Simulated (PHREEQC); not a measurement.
Acid rinse or clean (model solution)

Solution (14 °C): 0.0021 mol/kgw HBr, 0.039 mol/kgw ZnSO4 and 0.083 mol/kgw MgCl2. Closed to the air; pH follows from the charge balance.

Model: ion-association model, phreeqc.dat, run in PHREEQC.

This is a speciation only: nothing precipitates in the calculation.

### Question
Estimate the pH.

### Answer
pH 2.91.

### Question
In which forms is Mg present?

### Answer
Mg+2 83 %, MgSO4 17 % of the Mg.

Constants without temperature data keep their 25 °C values here.
